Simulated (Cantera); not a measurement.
What does this Cantera script print?

```python
import numpy as np
import cantera as ct

gas_names = [...]  # 113 gases of nasa_gas.yaml made of C, Cu, H, O
cond_names = """
    C(gr) C6H6(L) C7H8(L) C8H18(L),n-octa Cu(cr) Cu(L) CuO(s) CuO2H2(s) Cu2O(s) Cu2O(L) H2O(s) H2O(L)
""".split()


# ... load() reads the species with a 1 bar reference pressure and builds the phases ...
atoms = {
    'Cu2O': {'Cu': 2, 'O': 1},
    'CH4': {'C': 1, 'H': 4},
    'CO': {'C': 1, 'O': 1},
}
top_T = {'C(gr)': 4500, 'CuO(s)': 1390}  # K; cautious upper limits of use, not melting points


# ... equilibrate(T, P, feed) seeds the gas with the atoms and calls Mixture.equilibrate('TP', solver="vcs", rtol=1e-11, max_steps=5000) ...
results = []
feed = {'Cu2O': 1, 'CH4': 2.1, 'CO': 2.9}  # mol
T = 950  # K
P = 55000  # Pa
mix = equilibrate(T, P, feed)
results.append((T, P, feed, dict(zip(mix.species_names, mix.species_moles))))
print(gas.report(threshold=1e-06))
for i in range(1, mix.n_phases):
    print(f"{mix.phase(i).name:16s} {mix.phase_moles(i):12.5e} mol")
```

It prints:

```
       temperature   950 K
          pressure   55000 Pa
           density   0.10833 kg/m^3
  mean mol. weight   15.557 kg/kmol
   phase of matter   gas

                          1 kg             1 kmol
                     ---------------   ---------------
          enthalpy       -4.4976e+06       -6.9969e+07  J
   internal energy       -5.0053e+06       -7.7868e+07  J
           entropy             13975        2.1741e+05  J/K
    Gibbs function       -1.7774e+07       -2.7651e+08  J
 heat capacity c_p            2242.1             34881  J/K
 heat capacity c_v            1707.7             26566  J/K

                      mass frac. Y      mole frac. X     chem. pot. / RT
                     ---------------   ---------------   ---------------
               CH4          0.023184          0.022482           -38.817
                CO           0.56464           0.31361           -41.219
               CO2           0.25605          0.090513           -80.987
                H2          0.063995           0.49384           -18.683
               H2O          0.092125          0.079556           -58.451
     [ +108 minor]        4.8577e-07        2.4622e-07

C(gr)             2.10243e+00 mol
Cu(cr)            2.00000e+00 mol
CuO(s)            0.00000e+00 mol
CuO2H2(s)         0.00000e+00 mol
Cu2O(s)           0.00000e+00 mol
```

These are equilibrium values from Cantera (NASA tables, ideal gas, pure condensed phases), not measurements of a reactor.
